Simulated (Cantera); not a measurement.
Mixture: 20.7 % H₂, 16.7 % O₂, 62.7 % N₂, equivalence ratio 0.62, at 1350 Torr, adiabatic and at constant volume. Ignition delay is the time to a rise of 400 K.

Cantera simulation using the H2/O2 subset of GRI-Mech 3.0, which has no nitrogen chemistry; the numbers are that mechanism's predictions, not measurements. Below about 950 K walls govern HO2 and H2O2 in real vessels. Where the delays flatten at high temperature, the 400 K rule measures the pace of heat release, not the induction time.

Task: Predict: delay at 850 K; delay at 1050 K; delay at 1250 K; delay at 1450 K.

Result: 
```json
{
  "delay at 850 K": "1.72 s",
  "delay at 1050 K": "0.135 ms",
  "delay at 1250 K": "20.5 µs",
  "delay at 1450 K": "9.70 µs"
}
```
